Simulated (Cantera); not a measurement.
A closed system holds: 1 mol SiCl₄, 5.2 mol HCl, 0.67 mol H₂, at 13500 Torr.

Cantera equilibrium calculation (NASA polynomials, part measured and part estimated; ideal gas, pure solids and liquids). Candidate condensed phases: Si; 19 gas species. The tables' values for SiCl₃ are old estimates; treat these amounts as uncertain. The numbers say what is thermodynamically allowed, not how fast it happens. All values below are at 1200 K.

Base state: HCl 0.757, SiCl₄ 0.145, H₂ 0.0970, SiHCl₃ 0.000505, SiCl₃ 5.63e-5 (mole fractions); condensed: gas only.

Question: What changes in the equilibrium state with this change: H₂ from 0.67 to 19 mol?

Answer: 
```json
[
 {"species": "H₂", "before": "0.0970", "after": "0.750"},
 {"species": "HCl", "before": "0.757", "after": "0.210"},
 {"species": "SiCl₄", "before": "0.145", "after": "0.0360"},
 {"species": "SiH₂Cl₂", "before": "2.30e-7", "after": "4.45e-5"},
 {"species": "SiHCl₃", "before": "0.000505", "after": "0.00350"},
 {"species": "SiCl₃", "before": "5.63e-5", "after": "0.000140"}
]
```
